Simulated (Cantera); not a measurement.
**Sublimation and decomposition of ceramics: Si3N4 + H2**

Input: 1 mol Si3N4, 0.69 mol H2, equilibrated at 650 Pa.

Cantera equilibrium calculation (NASA polynomials, part measured and part estimated; ideal gas, pure solids and liquids). Candidate condensed phases: Si, Si3N4; 31 gas species. Ions and electrons are included (thermal ionisation). The tables' values for SiN are old estimates; treat these amounts as uncertain. Gases not in the tables: Si2H6 and higher silanes. The numbers say what is thermodynamically allowed, not how fast it happens.

From 2500 K to 5000 K nothing is condensed. The main Si-bearing gas is Si throughout.

```json
[
 {"T (K)": "2500", "log p Si": "-2.50", "log p N2": "-2.66", "log p H": "-3.26", "log p N": "-7.86", "log p H2": "-3.32", "log p e-": "-8.40", "log p Si+": "-8.41"},
 {"T (K)": "2750", "log p Si": "-2.51", "log p N2": "-2.68", "log p H": "-2.99", "log p N": "-6.96", "log p H2": "-3.66", "log p e-": "-7.61", "log p Si+": "-7.61"},
 {"T (K)": "3000", "log p Si": "-2.51", "log p N2": "-2.69", "log p H": "-2.89", "log p N": "-6.20", "log p H2": "-4.18", "log p e-": "-6.94", "log p Si+": "-6.94"},
 {"T (K)": "3250", "log p Si": "-2.51", "log p N2": "-2.69", "log p H": "-2.86", "log p N": "-5.55", "log p H2": "-4.74", "log p e-": "-6.38", "log p Si+": "-6.38"},
 {"T (K)": "3500", "log p Si": "-2.52", "log p N2": "-2.69", "log p H": "-2.86", "log p N": "-5.00", "log p H2": "-5.25", "log p e-": "-5.89", "log p Si+": "-5.89"},
 {"T (K)": "3750", "log p Si": "-2.52", "log p N2": "-2.70", "log p H": "-2.85", "log p N": "-4.52", "log p H2": "-5.71", "log p e-": "-5.46", "log p Si+": "-5.46"},
 {"T (K)": "4000", "log p Si": "-2.52", "log p N2": "-2.70", "log p H": "-2.86", "log p N": "-4.10", "log p H2": "-6.12", "log p e-": "-5.09", "log p Si+": "-5.09"},
 {"T (K)": "4250", "log p Si": "-2.53", "log p N2": "-2.72", "log p H": "-2.86", "log p N": "-3.74", "log p H2": "-6.48", "log p e-": "-4.75", "log p Si+": "-4.75"},
 {"T (K)": "4500", "log p Si": "-2.54", "log p N2": "-2.75", "log p H": "-2.87", "log p N": "-3.42", "log p H2": "-6.81", "log p e-": "-4.46", "log p Si+": "-4.46"},
 {"T (K)": "4750", "log p Si": "-2.55", "log p N2": "-2.81", "log p H": "-2.88", "log p N": "-3.15", "log p H2": "-7.12", "log p e-": "-4.20", "log p Si+": "-4.20"},
 {"T (K)": "5000", "log p Si": "-2.58", "log p N2": "-2.91", "log p H": "-2.90", "log p N": "-2.93", "log p H2": "-7.42", "log p e-": "-3.97", "log p Si+": "-3.97"}
]
```
log p: log10 of the partial pressure in bar; nothing condenses.
